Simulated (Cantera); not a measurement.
Mixture: CH4 : H2 : O2 : N2 = 1 : 0.77 : 2.59 : 9.75 (molar parts), equivalence ratio 0.92, at 3750 Torr, adiabatic and at constant volume. Ignition delay is the time to a rise of 400 K.

Detailed kinetics in Cantera: GRI-Mech 3.0 (53 species, 325 reactions). Below about 1000 K GRI-Mech 3.0 lacks low-temperature oxidation paths. Below about 950 K walls govern HO2 and H2O2 in real vessels.

Question: What does this change do: H2 0.77 to 0.6 parts?

Answer: 
```csv
quantity,before,after
delay at 873 K,0.572 s,0.589 s
delay at 973 K,29.8 ms,31.0 ms
delay at 1073 K,2.11 ms,2.44 ms
delay at 1173 K,0.432 ms,0.562 ms
apparent activation energy between 1123 and 1223 K,130 kJ/mol,120 kJ/mol
```
